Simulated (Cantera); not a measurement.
Feed: 1 mol Al, 3.5 mol Cl2, 1.1 mol N2, held at 2.60 Pa.

Method: chemical equilibrium by Gibbs-energy minimisation in Cantera with the NASA 1993 tables (ideal gas, pure condensed phases). Candidate condensed phases: Al, AlCl3, AlN; 11 gas species. Equilibrium is a limit: real reactors are often held back by kinetics, nucleation or transport.

Problem. At 602 °C, list the 4 most abundant gas species with their mole fractions, and the condensed phases.

Solution. Cl2 0.483, N2 0.267, AlCl3 0.243, Cl 0.00628. Condensed: gas only.
